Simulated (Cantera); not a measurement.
Input: 1 mol Si, 0.75 mol H₂O, 1 mol H₂, equilibrated at 1600 °C and 5.90 bar.

Method: chemical equilibrium by Gibbs-energy minimisation in Cantera with the NASA 1993 tables (ideal gas, pure condensed phases). Candidate condensed phases: H₂O, Si, SiO₂; 18 gas species. Each liquid is taken as pure. Mutual solubility and eutectic melting of coexisting phases are not modelled. The tables hold silica as quartz up to 1696 K and as liquid above; real silica turns to tridymite and cristobalite and melts near 1996 K. Gases not in the tables: Si₂H₆ and higher silanes. Rates play no part.

Question: What is the equilibrium state?

Answer: 
```json
{
 "x(H₂)": "0.984",
 "x(SiO)": "0.0159",
 "x(H)": "0.000264",
 "x(H₂O)": "9.06e-5",
 "x(SiH₂)": "4.83e-5",
 "x(SiH₄)": "6.02e-6",
 "x(SiH)": "3.36e-6",
 "x(Si)": "1.50e-6",
 "n(Si(l))": "0.611 mol",
 "n(SiO₂(condensed))": "0.361 mol",
 "gas_amount": "1.778 mol"
}
```
